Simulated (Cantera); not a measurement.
Thermodynamics of nitride etching, feed BN + HCl + N₂

Feed: 1 mol BN, a varied amount of HCl, 0.53 mol N₂, equilibrated at 16.0 Pa.

Cantera equilibrium calculation (NASA polynomials, part measured and part estimated; ideal gas, pure solids and liquids). Candidate condensed phases: B, BN, NH₄Cl; 21 gas species. The tables' values for BCl₂ are old estimates. Equilibrium is a limit: real reactors are often held back by kinetics, nucleation or transport.

### Question
Map the stable condensed phases over T = 452, 527, 602, 677, 752, 827, 902, 977, 1052, 1127, 1202, 1277 °C and n(HCl) in mol = 4.6, 9.9, 15, 21, 26, 31, 37, 42, 47, 53, 58, 63.

### Answer
```
T in °C \ n(HCl) in mol
         4.6 9.9  15  21  26  31  37  42  47  53  58  63
   1277    A   A   A   B   B   B   B   B   B   B   B   B
   1202    A   A   A   A   B   B   B   B   B   B   B   B
   1127    A   A   A   A   A   B   B   B   B   B   B   B
   1052    A   A   A   A   A   A   B   B   B   B   B   B
    977    A   A   A   A   A   A   A   A   B   B   B   B
    902    A   A   A   A   A   A   A   A   A   A   B   B
    827    A   A   A   A   A   A   A   A   A   A   A   A
    752    A   A   A   A   A   A   A   A   A   A   A   A
    677    A   A   A   A   A   A   A   A   A   A   A   A
    602    A   A   A   A   A   A   A   A   A   A   A   A
    527    A   A   A   A   A   A   A   A   A   A   A   A
    452    A   A   A   A   A   A   A   A   A   A   A   A
```
A: BN; B: gas only.
